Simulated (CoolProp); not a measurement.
Saturation properties of propylene (Tc = 364.2 K, pc = 4555 kPa, ω = 0.146).

The numbers come from the reference Helmholtz-energy equation of state, Lemmon 2013 in CoolProp.

```csv
T (K),p (kPa),enthalpy of vaporisation (kJ/kg),liquid cp (kJ/(kg K))
243.7,216.1,417.7,2.266
246.2,237.6,414.6,___
248.8,261.5,411.3,2.291
251.3,286.2,___,2.304
253.9,___,404.8,2.319
256.4,342.1,___,2.333
258.9,372.3,398.1,___
261.5,405.8,394.5,2.363
264,440.0,___,2.378
266.6,477.9,387.3,2.395
269.1,516.6,383.7,___
271.6,557.5,379.9,2.430
```

Problem. Complete the blanks.

Solution. 
- 246.2, liquid cp (kJ/(kg K)): 2.278
- 251.3, enthalpy of vaporisation (kJ/kg): 408.1
- 253.9, p (kPa): 313.8
- 256.4, enthalpy of vaporisation (kJ/kg): 401.4
- 258.9, liquid cp (kJ/(kg K)): 2.347
- 264, enthalpy of vaporisation (kJ/kg): 391.0
- 269.1, liquid cp (kJ/(kg K)): 2.412

It boils at 225.5 K under 1 atm.
